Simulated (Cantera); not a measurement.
**Moist CO burnout**

An isothermal, constant-pressure homogeneous reactor starts with 0.334 % CO, 1.28 % O2, 0.0128 % H2O, 98.4 % N2, at 1075 K and 830000 Pa.

Computed with Cantera and GRI-Mech 3.0 (53 species, 325 reactions).

```
t (s)         x CO    x O2     x H2O      x H2      x OH      x NO
--------  --------  ------  --------  --------  --------  --------
5.00e-5    0.00334  0.0128  0.000128    <1e-12    <1e-12    <1e-12
0.000152   0.00334  0.0128  0.000128    <1e-12    <1e-12    <1e-12
0.000459   0.00334  0.0128  0.000128    <1e-12  1.70e-12    <1e-12
0.00139    0.00334  0.0128  0.000128    <1e-12  4.51e-12    <1e-12
0.00422    0.00334  0.0128  0.000128    <1e-12  1.18e-11    <1e-12
0.0128     0.00334  0.0128  0.000128  2.34e-12  3.54e-11    <1e-12
0.0387     0.00334  0.0128  0.000128  2.77e-11  1.31e-10    <1e-12
0.117      0.00334  0.0128  0.000128  7.28e-10  7.67e-10    <1e-12
0.356      0.00326  0.0127  0.000128   3.83e-8   3.39e-9  4.35e-12
1.08       0.00293  0.0126  0.000128   1.61e-7   3.69e-9  6.86e-11
3.27       0.00211  0.0122  0.000128   1.93e-7   3.77e-9  6.03e-10
9.90      0.000831  0.0115  0.000128   8.49e-8   3.66e-9   3.02e-9
30.0       7.95e-5  0.0112  0.000128   8.47e-9   3.95e-9   7.74e-9
```
x: mole fraction; the columns are a selection and need not sum to one.

Equilibrium at this temperature and pressure: CO 7.23e-12, O2 0.0111, H2O 0.000128, H2 <1e-12, OH 4.56e-9, NO 1.74e-5 (gas phase only).
